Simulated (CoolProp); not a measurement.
Values from CoolProp's reference Helmholtz-energy equation of state, McLinden 2015.

Give the vapour pressure (kPa), liquid density (kg/m³), vapour density (kg/m³), enthalpy of vaporisation (kJ/kg) of saturated the fluoroketone C6F12O (FK-5-1-12) at 39.65, 104.65 °C.


| T (°C) | p (kPa) | liquid density (kg/m³) | vapour density (kg/m³) | enthalpy of vaporisation (kJ/kg) |
|---|---|---|---|---|
| 39.65 | 72.2 | 1560 | 9.25 | 90.7 |
| 104.65 | 501 | 1320 | 62.9 | 68.4 |
